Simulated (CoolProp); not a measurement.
Values from CoolProp's reference Helmholtz-energy equation of state, Thol 2018.

### Question
For hydrogen chloride, give the phase and the cv (kJ/(kg K)), speed of sound (m/s), Joule-Thomson coefficient (K/MPa) at 82.85 °C and 3.66 MPa; 382.85 °C and 0.0552 MPa.

### Answer
- 82.85 °C and 3.66 MPa: gas; cv 0.647, speed of sound 315, Joule-Thomson coefficient 9.83
- 382.85 °C and 0.0552 MPa: gas; cv 0.589, speed of sound 456, Joule-Thomson coefficient 3.45
